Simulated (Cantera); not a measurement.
Gas activation for diamond growth

An isothermal, constant-pressure homogeneous reactor starts with 1.26 % CH4, 97.3 % H2, 1.46 % H, at 1650 K and 65.3 Torr.

Cantera simulation using GRI-Mech 3.0 (53 species, 325 reactions); the numbers are that mechanism's predictions, not measurements. GRI-Mech 3.0 stops at C3 and has no aromatics, soot or wall deposition, so with more carbon than oxygen in the feed, carbon stays in small species such as C2H2 where larger ones or solid carbon would form.

```json
[
 {"t (s)": "4.00e-6", "x CH4": "0.0114", "x H2": "0.974", "x H": "0.0133", "x C2H2": "1.52e-8", "x CH2": "2.90e-6", "x C2H6": "6.95e-7"},
 {"t (s)": "1.50e-5", "x CH4": "0.0103", "x H2": "0.975", "x H": "0.0120", "x C2H2": "1.50e-6", "x CH2": "1.15e-5", "x C2H6": "8.02e-6"},
 {"t (s)": "5.60e-5", "x CH4": "0.0102", "x H2": "0.977", "x H": "0.0109", "x C2H2": "2.80e-5", "x CH2": "1.33e-5", "x C2H6": "1.50e-5"},
 {"t (s)": "0.000209", "x CH4": "0.0103", "x H2": "0.979", "x H": "0.00835", "x C2H2": "0.000182", "x CH2": "8.97e-6", "x C2H6": "1.22e-5"},
 {"t (s)": "0.000783", "x CH4": "0.0106", "x H2": "0.983", "x H": "0.00446", "x C2H2": "0.000486", "x CH2": "3.23e-6", "x C2H6": "7.13e-6"},
 {"t (s)": "0.00293", "x CH4": "0.0108", "x H2": "0.986", "x H": "0.00167", "x C2H2": "0.000747", "x CH2": "5.48e-7", "x C2H6": "2.82e-6"},
 {"t (s)": "0.0110", "x CH4": "0.0107", "x H2": "0.988", "x H": "0.000566", "x C2H2": "0.000900", "x CH2": "6.76e-8", "x C2H6": "8.34e-7"},
 {"t (s)": "0.0410", "x CH4": "0.0106", "x H2": "0.988", "x H": "0.000307", "x C2H2": "0.000993", "x CH2": "2.00e-8", "x C2H6": "3.58e-7"},
 {"t (s)": "0.153", "x CH4": "0.0102", "x H2": "0.988", "x H": "0.000297", "x C2H2": "0.00119", "x CH2": "1.81e-8", "x C2H6": "3.17e-7"},
 {"t (s)": "0.573", "x CH4": "0.00902", "x H2": "0.989", "x H": "0.000299", "x C2H2": "0.00179", "x CH2": "1.61e-8", "x C2H6": "2.48e-7"},
 {"t (s)": "2.14", "x CH4": "0.00623", "x H2": "0.990", "x H": "0.000302", "x C2H2": "0.00317", "x CH2": "1.14e-8", "x C2H6": "1.22e-7"},
 {"t (s)": "8.02", "x CH4": "0.00296", "x H2": "0.992", "x H": "0.000306", "x C2H2": "0.00479", "x CH2": "5.60e-9", "x C2H6": "3.10e-8"},
 {"t (s)": "30.0", "x CH4": "0.00142", "x H2": "0.993", "x H": "0.000309", "x C2H2": "0.00555", "x CH2": "2.73e-9", "x C2H6": "1.05e-8"}
]
```
x: mole fraction; the columns are a selection and need not sum to one.

Equilibrium at this temperature and pressure: CH4 0.00126, H2 0.993, H 0.000309, C2H2 0.00563, CH2 2.43e-9, C2H6 9.27e-9 (gas phase only).
